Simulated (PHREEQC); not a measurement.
# Brackish or sea water (model solution)

Model water analysis in mg/L, 14 °C, pH 6.34, pe 1.1: Na 5360; K 1280; Ca 711; Mg 1620; Cl 14300; S(6) as SO4 1800; Alkalinity as HCO3 0.0438; Si as SiO2 4.14; Li 15.2.

Cl is adjusted to close the charge balance.
Valence states are taken as typed.

Equilibrium calculation in PHREEQC: ion-association model, phreeqc.dat.

This is a speciation only: nothing precipitates in the calculation.

Q: What ionic strength, activity of water, density does the model give?

A: ionic strength 0.520 mol/kgw; activity of water 0.987; density 1.019 g/cm³.

Q: In which forms is C present?

A: HCO3- 48 %, CO2 36 %, MgHCO3+ 11 %, NaHCO3 3.0 %, CaHCO3+ 2.2 % of the C.

Saturation is exceeded, for instance for Quartz (slow to form); the values hold only as long as no solid forms. Species that the database lacks are ignored. Constants without temperature data keep their 25 °C values here.
